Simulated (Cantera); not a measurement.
An adiabatic, constant-pressure homogeneous reactor starts with 8.33 % CH₄, 0.425 % H₂, 19.2 % O₂, 72.1 % N₂, equivalence ratio 0.88, at 1425 K and 9.50 bar.

Model: GRI-Mech 3.0 (53 species, 325 reactions), integrated in Cantera.

### Question
Predict: time of steepest temperature rise; temperature at 2.00 s; equilibrium temperature; x(H₂) at 2.00 s; x(O₂) at 2.00 s; x(H₂O) at 2.00 s.

### Answer
```
Property                                                            Result
---------------------------------  ---------------------------------------
time of steepest temperature rise                                 0.289 ms
temperature at 2.00 s                                               2799 K
equilibrium temperature                                             2799 K
x(H₂) at 2.00 s                    0.00683 (gas-phase equilibrium 0.00683)
x(O₂) at 2.00 s                      0.0252 (gas-phase equilibrium 0.0252)
x(H₂O) at 2.00 s                       0.153 (gas-phase equilibrium 0.153)
```
